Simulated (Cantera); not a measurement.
Premixed flame

A freely propagating, adiabatic, planar premixed flame of 31.6 % H₂, 14.4 % O₂, 54.0 % N₂, unburnt at 375 K and 3750 Torr; mixture-averaged transport, grid criteria slope 0.08 and curve 0.16, no radiation.

Cantera simulation using the H2/O2 subset of GRI-Mech 3.0, which has no nitrogen chemistry; the numbers are that mechanism's predictions, not measurements. The hydrogen kinetics of GRI-Mech 3.0 are dated; newer H2 mechanisms differ, most at raised pressure. Burning velocities carry a grid error of a few per cent, more on coarse grids.

```json
[
 {"z (mm)": "-0.150", "T (K)": "375", "u (m/s)": "3.30", "x H₂": "0.316", "x O₂": "0.144", "x H₂O₂": "<1e-8", "x OH": "<1e-8", "x H": "<1e-8", "x H₂O": "<1e-8"},
 {"z (mm)": "-0.100", "T (K)": "375", "u (m/s)": "3.30", "x H₂": "0.316", "x O₂": "0.144", "x H₂O₂": "<1e-8", "x OH": "<1e-8", "x H": "<1e-8", "x H₂O": "5.90e-8"},
 {"z (mm)": "-0.0750", "T (K)": "375", "u (m/s)": "3.30", "x H₂": "0.316", "x O₂": "0.144", "x H₂O₂": "<1e-8", "x OH": "<1e-8", "x H": "<1e-8", "x H₂O": "6.56e-7"},
 {"z (mm)": "-0.0500", "T (K)": "376", "u (m/s)": "3.30", "x H₂": "0.314", "x O₂": "0.144", "x H₂O₂": "1.09e-7", "x OH": "<1e-8", "x H": "<1e-8", "x H₂O": "1.38e-5"},
 {"z (mm)": "-0.0250", "T (K)": "428", "u (m/s)": "3.66", "x H₂": "0.293", "x O₂": "0.148", "x H₂O₂": "2.51e-5", "x OH": "1.11e-5", "x H": "1.19e-6", "x H₂O": "0.00218"},
 {"z (mm)": "-0.0125", "T (K)": "750", "u (m/s)": "6.14", "x H₂": "0.243", "x O₂": "0.141", "x H₂O₂": "0.000150", "x OH": "0.000956", "x H": "0.00125", "x H₂O": "0.0320"},
 {"z (mm)": "0", "T (K)": "1256", "u (m/s)": "9.98", "x H₂": "0.169", "x O₂": "0.108", "x H₂O₂": "5.74e-5", "x OH": "0.00262", "x H": "0.0118", "x H₂O": "0.111"},
 {"z (mm)": "0.0125", "T (K)": "1610", "u (m/s)": "12.7", "x H₂": "0.103", "x O₂": "0.0616", "x H₂O₂": "6.65e-6", "x OH": "0.00662", "x H": "0.0248", "x H₂O": "0.197"},
 {"z (mm)": "0.0250", "T (K)": "1810", "u (m/s)": "14.2", "x H₂": "0.0683", "x O₂": "0.0330", "x H₂O₂": "3.49e-6", "x OH": "0.0107", "x H": "0.0292", "x H₂O": "0.246"},
 {"z (mm)": "0.0500", "T (K)": "2002", "u (m/s)": "15.5", "x H₂": "0.0510", "x O₂": "0.0163", "x H₂O₂": "1.98e-6", "x OH": "0.0141", "x H": "0.0249", "x H₂O": "0.276"},
 {"z (mm)": "0.100", "T (K)": "2166", "u (m/s)": "16.7", "x H₂": "0.0456", "x O₂": "0.0106", "x H₂O₂": "1.19e-6", "x OH": "0.0139", "x H": "0.0163", "x H₂O": "0.292"},
 {"z (mm)": "0.200", "T (K)": "2296", "u (m/s)": "17.5", "x H₂": "0.0406", "x O₂": "0.00684", "x H₂O₂": "7.88e-7", "x OH": "0.0118", "x H": "0.00976", "x H₂O": "0.305"},
 {"z (mm)": "0.400", "T (K)": "2388", "u (m/s)": "18.1", "x H₂": "0.0357", "x O₂": "0.00406", "x H₂O₂": "5.22e-7", "x OH": "0.00917", "x H": "0.00571", "x H₂O": "0.317"}
]
```
x: mole fraction of selected species; z is measured from the peak of heat release.

```
Property                     Result
------------------------  ---------
laminar burning velocity   330 cm/s
thermal thickness         0.0500 mm
peak x(H₂O₂)               0.000152
peak x(OH)                   0.0143
peak x(H)                    0.0293
grid points                     112
```
